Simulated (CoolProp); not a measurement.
R407C along the isotherm 384.7 K: density (kg/m³) from the reference equation and from simpler models built on Tc = 359.3 K, pc = 4.632 MPa, ω = 0.363; each cubic takes its own stable root.

Values from CoolProp's reference Helmholtz-energy equation of state, Lemmon 2003. It is a pseudo-pure fit of the blend.

| p (MPa) | phase | reference | ideal gas | van der Waals | Redlich-Kwong | Soave-Redlich-Kwong | Peng-Robinson |
|---|---|---|---|---|---|---|---|
| 0.0366 | gas | 0.9886 | 0.9864 | 0.9884 | 0.9886 | 0.9885 | 0.9888 |
| 0.0592 | gas | 1.601 | 1.595 | 1.601 | 1.601 | 1.601 | 1.602 |
| 0.0956 | gas | 2.592 | 2.576 | 2.590 | 2.591 | 2.591 | 2.593 |
| 0.154 | gas | 4.191 | 4.150 | 4.186 | 4.190 | 4.188 | 4.193 |
| 0.249 | gas | 6.817 | 6.711 | 6.804 | 6.814 | 6.809 | 6.822 |
| 0.403 | gas | 11.14 | 10.86 | 11.11 | 11.14 | 11.12 | 11.16 |
| 0.651 | gas | 18.30 | 17.54 | 18.21 | 18.28 | 18.24 | 18.33 |
| 1.05 | gas | 30.34 | 28.30 | 30.10 | 30.29 | 30.18 | 30.43 |
| 1.7 | gas | 51.59 | 45.82 | 50.91 | 51.44 | 51.09 | 51.80 |
| 2.75 | gas | 91.42 | 74.11 | 89.59 | 90.99 | 89.71 | 91.85 |
| 4.44 | gas | 179.8 | 119.7 | 176.8 | 179.2 | 172.1 | 179.2 |
| 7.17 | supercritical | 511.4 | 193.2 | 483.3 | 495.0 | 425.3 | 454.0 |
| 11.6 | supercritical | 802.0 | 312.6 | 604.0 | 704.2 | 667.5 | 730.9 |
